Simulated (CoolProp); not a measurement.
Properties of R1132(E) along the isotherm 83.75 °C.

The numbers come from the reference Helmholtz-energy equation of state, Akasaka 2024 in CoolProp.

```
p (MPa)  phase       Z  cp (kJ/(kg K))  cv (kJ/(kg K))  fugacity coefficient
-------  -----  ------  --------------  --------------  --------------------
0.199      gas  0.9875           1.052          0.9135                0.9877
0.398      gas  0.9749           1.065          0.9177                0.9754
0.597      gas  0.9620           1.078          0.9221                0.9632
0.796      gas  0.9489           1.093          0.9266                0.9510
0.995      gas  0.9356           1.109          0.9312                0.9389
1.19       gas  0.9222           1.126          0.9359                0.9271
1.39       gas  0.9083           1.144          0.9409                0.9150
1.59       gas  0.8941           1.165          0.9461                0.9029
1.79       gas  0.8795           1.186          0.9515                0.8909
1.99       gas  0.8646           1.210          0.9572                0.8789
2.19       gas  0.8494           1.236          0.9631                0.8670
2.39       gas  0.8337           1.265          0.9692                0.8551
2.59       gas  0.8177           1.297          0.9757                0.8432
```
